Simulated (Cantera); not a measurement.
Input (Python, Cantera):

```python
import numpy as np
import cantera as ct

gas = ct.Solution("gri30.yaml")
gas.TPX = 348, 500000, {'CH3OH': 1, 'O2': 1.61, 'N2': 6.06, 'H2O': 0.29}
flame = ct.FreeFlame(gas, width=0.013)
flame.set_refine_criteria(ratio=3, slope=0.08, curve=0.16)
flame.transport_model = "mixture-averaged"
flame.solve(loglevel=0, auto=True)
z, T = flame.grid, flame.T
thick = (T[-1] - T[0]) / np.gradient(T, z).max()
show = ['CH3OH', 'O2', 'HO2', 'CH2O', 'CH3', 'NO']
print(f"laminar burning velocity  {flame.velocity[0] * 100:.3f} cm/s")
print(f"burnt temperature         {T[-1]:.1f} K")
print(f"thermal thickness         {thick * 1e3:.4f} mm")
print(f"grid points               {len(z)}")
z0 = z[flame.heat_release_rate.argmax()]
print(f"{'z/mm':>9s}{'T/K':>9s}{'u/(m/s)':>9s}" + "".join(f"{s:>11s}" for s in show))
rows = []
for k in (-3, -2, -1.5, -1, -0.5, -0.25, 0, 0.25, 0.5, 1, 2, 4, 8):
    zz = z0 + k * thick
    rows.append([k * thick, np.interp(zz, z, T), np.interp(zz, z, flame.velocity),
                 *(np.interp(zz, z, flame.X[gas.species_index(s)]) for s in show)])
    print(f"{rows[-1][0] * 1e3:9.3f}{rows[-1][1]:9.1f}{rows[-1][2]:9.3f}" + "".join(f"{x:11.3e}" for x in rows[-1][3:]))
```

It prints:

```
laminar burning velocity  26.036 cm/s
burnt temperature         2176.4 K
thermal thickness         0.1229 mm
grid points               123
     z/mm      T/K  u/(m/s)      CH3OH         O2        HO2       CH2O        CH3         NO
   -0.369    348.2    0.261  1.115e-01  1.795e-01  3.053e-08  1.843e-07  3.021e-15  1.110e-11
   -0.246    350.5    0.263  1.113e-01  1.790e-01  3.513e-07  3.166e-06  2.642e-15  1.310e-10
   -0.184    360.7    0.271  1.107e-01  1.778e-01  1.951e-06  2.364e-05  9.571e-15  7.600e-10
   -0.123    440.4    0.334  1.066e-01  1.706e-01  1.958e-05  2.944e-04  9.383e-13  9.435e-09
   -0.061    839.0    0.655  7.816e-02  1.357e-01  2.249e-04  2.636e-03  3.893e-09  2.325e-07
   -0.031   1221.2    0.974  4.298e-02  9.988e-02  7.962e-04  5.657e-03  5.160e-07  1.085e-06
    0.000   1646.7    1.340  3.856e-03  5.793e-02  9.158e-04  3.286e-03  2.675e-05  3.446e-06
    0.031   1839.4    1.488  3.657e-06  3.530e-02  5.053e-05  1.244e-05  1.815e-06  5.615e-06
    0.061   1936.9    1.557  5.487e-09  2.657e-02  2.716e-05  4.274e-08  5.888e-08  7.539e-06
    0.123   2036.0    1.626  7.051e-12  2.033e-02  1.294e-05  2.015e-10  1.238e-10  1.039e-05
    0.246   2109.2    1.677  9.763e-16  1.635e-02  5.651e-06  4.396e-11  1.682e-14  1.390e-05
    0.492   2152.6    1.707  1.080e-17  1.401e-02  2.670e-06  1.379e-11  3.248e-17  1.797e-05
    0.983   2171.1    1.720  2.597e-18  1.300e-02  1.760e-06  5.735e-12  5.823e-18  2.314e-05
```

Detailed kinetics in Cantera: GRI-Mech 3.0 (53 species, 325 reactions). GRI-Mech 3.0 was tuned for natural gas; its chemistry of methanol as a main component is partial and can be far from experiment. Burning velocities carry a grid error of a few per cent, more on coarse grids.
